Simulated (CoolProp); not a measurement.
Vapour-liquid equilibrium of benzene (1) + n-dodecane (2) at 1.89 bar; x and y are mole fractions of (1).

Computed with CoolProp (multi-fluid Helmholtz-energy mixture model, Thol 2012 and Lemmon 2004; pair parameters Bell 2016).

```tsv
x	bubble temperature, mixture model (°C)	bubble temperature, Raoult's law (°C)	y, mixture model	y, Raoult's law
0.05	226.7	216.3	0.329	0.490
0.125	200.7	187.6	0.661	0.775
0.2	178.5	168.5	0.829	0.882
0.275	161.2	154.7	0.908	0.931
0.35	148.1	144.2	0.946	0.957
0.425	138.1	135.9	0.967	0.972
0.5	130.3	129.1	0.978	0.981
0.575	124.0	123.3	0.985	0.987
0.65	118.9	118.3	0.990	0.992
0.725	114.5	114.0	0.993	0.994
0.8	110.6	110.2	0.996	0.997
0.875	107.0	106.8	0.998	0.998
0.95	103.8	103.7	0.999	0.999
```

The largest gap from Raoult's law is +13.1 K in bubble temperature, at x = 0.125. No azeotrope shows between x = 0.05 and 0.95.

Pair parameters are fitted to limited data, so mixtures are less certain than the pure fluids.
